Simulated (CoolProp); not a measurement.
Model: reference Helmholtz-energy equation of state, Thol 2015, in CoolProp.

Task: For octamethylcyclotetrasiloxane (D4), give the phase and the cp (kJ/(kg K)), fugacity coefficient at 364.6 K and 0.101 MPa.

Result: 
- 364.6 K and 0.101 MPa: liquid; cp 1.80, fugacity coefficient 0.0603
